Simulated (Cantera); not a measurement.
A closed system holds: 1 mol SO₂, 0.017 mol O₂, equilibrated at 1675 K and 7.60 mbar.

These are equilibrium values from Cantera (NASA tables, ideal gas, pure condensed phases), not measurements of a reactor. Candidate condensed phases: S; 10 gas species. Rates play no part.

Base state: SO₂ 0.983, O₂ 0.0168, SO 0.000383, SO₃ 0.000187, O 5.08e-5 (mole fractions); condensed: gas only.

Q: What changes in the equilibrium state with this change: 1 mol CO₂ added?

A: 
| species | before | after |
|---|---|---|
| SO₂ | 0.983 | 0.495 |
| CO₂ | 0 | 0.492 |
| O₂ | 0.0168 | 0.00993 |
| CO | 0 | 0.00290 |
| SO₃ | 0.000187 | 7.24e-5 |
| SO | 0.000383 | 0.000251 |
| O | 5.08e-5 | 3.91e-5 |
Further candidate phases: C.
